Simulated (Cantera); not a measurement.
A perfectly stirred reactor is fed with C2H6 : N2 = 1 : 1.1 (molar parts), at 278 Torr; it is held at 1400 K, and followed from long to short residence time.

Model: GRI-Mech 3.0 (53 species, 325 reactions), integrated in Cantera. GRI-Mech 3.0 stops at C3 and has no aromatics, soot or wall deposition, so with more carbon than oxygen in the feed, carbon stays in small species such as C2H2 where larger ones or solid carbon would form.

### Question
What does this change do: N2 1.1 to 2.6 parts?

### Answer
```json
[
 {"quantity": "x(C2H6) at τ = 0.520 s", "before": "0.00124", "after": "0.000884"},
 {"quantity": "x(CH2) at τ = 0.520 s", "before": "3.47e-9", "after": "3.75e-9"},
 {"quantity": "x(H2) at τ = 0.520 s", "before": "0.383", "after": "0.279"},
 {"quantity": "x(C2H2) at τ = 0.520 s", "before": "0.195", "after": "0.144"},
 {"quantity": "x(C2H4) at τ = 0.520 s", "before": "0.0343", "after": "0.0200"},
 {"quantity": "x(C2H6) at τ = 68.0 ms", "before": "0.00548", "after": "0.00400"},
 {"quantity": "x(CH2) at τ = 68.0 ms", "before": "1.26e-8", "after": "1.39e-8"},
 {"quantity": "x(H2) at τ = 68.0 ms", "before": "0.358", "after": "0.257"},
 {"quantity": "x(C2H2) at τ = 68.0 ms", "before": "0.170", "after": "0.124"},
 {"quantity": "x(C2H4) at τ = 68.0 ms", "before": "0.0624", "after": "0.0392"}
]
```

### Question
What does this change do: pressure from 278 Torr to 42.8 Torr?

### Answer
| quantity | before | after |
|---|---|---|
| x(C2H6) at τ = 0.520 s | 0.00124 | 0.00222 |
| x(CH2) at τ = 0.520 s | 3.47e-9 | 3.77e-8 |
| x(H2) at τ = 0.520 s | 0.383 | 0.382 |
| x(C2H2) at τ = 0.520 s | 0.195 | 0.202 |
| x(C2H4) at τ = 0.520 s | 0.0343 | 0.0227 |
| x(C2H6) at τ = 68.0 ms | 0.00548 | 0.0128 |
| x(CH2) at τ = 68.0 ms | 1.26e-8 | 1.28e-7 |
| x(H2) at τ = 68.0 ms | 0.358 | 0.316 |
| x(C2H2) at τ = 68.0 ms | 0.170 | 0.151 |
| x(C2H4) at τ = 68.0 ms | 0.0624 | 0.0739 |

### Question
What does this change do: temperature 1400 to 1075 K?

### Answer
```json
[
 {"quantity": "x(C2H6) at τ = 0.520 s", "before": "0.00124", "after": "0.170"},
 {"quantity": "x(CH2) at τ = 0.520 s", "before": "3.47e-9", "after": "1.22e-12"},
 {"quantity": "x(H2) at τ = 0.520 s", "before": "0.383", "after": "0.194"},
 {"quantity": "x(C2H2) at τ = 0.520 s", "before": "0.195", "after": "0.00362"},
 {"quantity": "x(C2H4) at τ = 0.520 s", "before": "0.0343", "after": "0.196"},
 {"quantity": "x(C2H6) at τ = 68.0 ms", "before": "0.00548", "after": "0.382"},
 {"quantity": "x(CH2) at τ = 68.0 ms", "before": "1.26e-8", "after": "1.93e-12"},
 {"quantity": "x(H2) at τ = 68.0 ms", "before": "0.358", "after": "0.0610"},
 {"quantity": "x(C2H2) at τ = 68.0 ms", "before": "0.170", "after": "0.000405"},
 {"quantity": "x(C2H4) at τ = 68.0 ms", "before": "0.0624", "after": "0.0619"}
]
```
